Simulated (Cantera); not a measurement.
Feed: 1 mol Si₂H₆, 0.1 mol O₂, equilibrated at 1.90 mbar.

These are equilibrium values from Cantera (NASA tables, ideal gas, pure condensed phases), not measurements of a reactor. Candidate condensed phases: H₂O, Si, SiO₂; 18 gas species. The feed counts by its element totals alone. Mutual solubility and eutectic melting of coexisting phases are not modelled. The tables hold silica as quartz up to 1696 K and as liquid above; real silica turns to tridymite and cristobalite and melts near 1996 K. Gases not in the tables: Si₂H₆ and higher silanes. Equilibrium is a limit: real reactors are often held back by kinetics, nucleation or transport.

Q: What share of the Si ends up in condensed phases as a function of T (K), at 523, 723, 923, 1123, 1323, 1523, 1723, 1923?

A: 
```tsv
T (K)	Si condensed (%)	as
523	100.0	Si(s) + SiO₂(α-quartz)
723	100.0	Si(s) + SiO₂(α-quartz)
923	100.0	Si(s) + SiO₂(β-quartz)
1123	100.0	Si(s) + SiO₂(β-quartz)
1323	98.9	Si(s) + SiO₂(β-quartz)
1523	90.0	Si(s)
1723	89.9	Si(l)
1923	88.5	Si(l)
```
